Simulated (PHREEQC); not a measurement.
Make-up at 25 °C: 89 mmol/kgw Ni(NO3)2, 7.1 mmol/kgw KCl and 0.59 mmol/kgw HCl. Closed to the air; pH follows from the charge balance.

Computed with PHREEQC (ion-association model, wateq4f.dat).

```yaml
pH: 3.33
ionic_strength: 0.274 mol/kgw
total_alkalinity: -0.590 meq/kg
```

| species | molality | activity | log γ |
|---|---|---|---|
| NO3- | 0.178 | 0.119 | -0.176 |
| Ni+2 | 0.0886 | 0.0259 | -0.533 |
| Cl- | 0.00724 | 0.00498 | -0.163 |
| K+ | 0.00710 | 0.00488 | -0.163 |
| H+ | 0.000590 | 0.000463 | -0.105 |
| NiCl+ | 0.000441 | 0.000324 | -0.133 |
| NiCl2 | 5.51e-6 | 5.86e-6 | 0.027 |
| NiOH+ | 1.04e-8 | 7.69e-9 | -0.133 |

No solid was allowed to form.
